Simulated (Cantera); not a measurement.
Input: 1 mol Fe3O4, 5.4 mol CH4, 13 mol H2, held at 2623.15 K and 100000 Pa.

Cantera equilibrium calculation (NASA polynomials, part measured and part estimated; ideal gas, pure solids and liquids). Candidate condensed phases: C, C6H6, C7H8, C8H18, Fe, Fe(CO)5, FeO, Fe(OH)2, Fe(OH)3, Fe2O3, Fe3O4, H2O; 114 gas species. Iron dissolves carbon and melts from about 1420 K in contact with it, which pure phases cannot show. Condensed phases not in the tables: cementite and carbon dissolved in iron. Equilibrium is a limit: real reactors are often held back by kinetics, nucleation or transport.

Base state: H2 0.749, CO 0.131, Fe 0.0691, H 0.0365, C2H2 (acetylene) 0.0133, C4H2 9.77e-5, CH4 6.98e-5, C2H 5.95e-5 (mole fractions); condensed: C(graphite) + Fe(l).

### Question
What changes in the equilibrium state with this change: CH4 from 5.4 to 1.6 mol?

### Answer
```tsv
species	before	after
H2	0.749	0.693
H2O	1.79e-6	0.118
CO	0.131	0.0799
C2H2 (acetylene)	0.0133	<1e-9
H	0.0365	0.0351
Fe	0.0691	0.0691
Fe(OH)2	<1e-9	0.000129
C4H2	9.77e-5	<1e-9
FeO	1.02e-8	0.000727
C(graphite), mol	0.569	0
Fe(l), mol	0.896	1.63
```
